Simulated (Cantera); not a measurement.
A perfectly stirred reactor is fed with NH3 : H2 = 1 : 13 (molar parts), at 1.00 bar; it is held at 1825 K, and followed from long to short residence time.

Cantera simulation using the gas-phase N/H chemistry of the illustrative SiF4/NH3 mechanism in the Surface Chemkin manual (1991); the numbers are that mechanism's predictions, not measurements. Walls and surfaces, which speed up NH3 decomposition in real reactors, are not modelled.

Problem. Predict: x(NH3) at τ = 23.0 s; x(H2) at τ = 23.0 s; x(N2) at τ = 23.0 s; x(NH) at τ = 23.0 s; x(N2H2) at τ = 23.0 s; x(NH3) at τ = 0.210 s; x(H2) at τ = 0.210 s; x(N2) at τ = 0.210 s; x(NH) at τ = 0.210 s; x(N2H2) at τ = 0.210 s.

Solution. 
```json
{
 "x(NH3) at τ = 23.0 s": "0.00915",
 "x(H2) at τ = 23.0 s": "0.961",
 "x(N2) at τ = 23.0 s": "0.0290",
 "x(NH) at τ = 23.0 s": "2.15e-7",
 "x(N2H2) at τ = 23.0 s": "1.49e-9",
 "x(NH3) at τ = 0.210 s": "0.0580",
 "x(H2) at τ = 0.210 s": "0.935",
 "x(N2) at τ = 0.210 s": "0.00625",
 "x(NH) at τ = 0.210 s": "9.19e-7",
 "x(N2H2) at τ = 0.210 s": "3.75e-8"
}
```
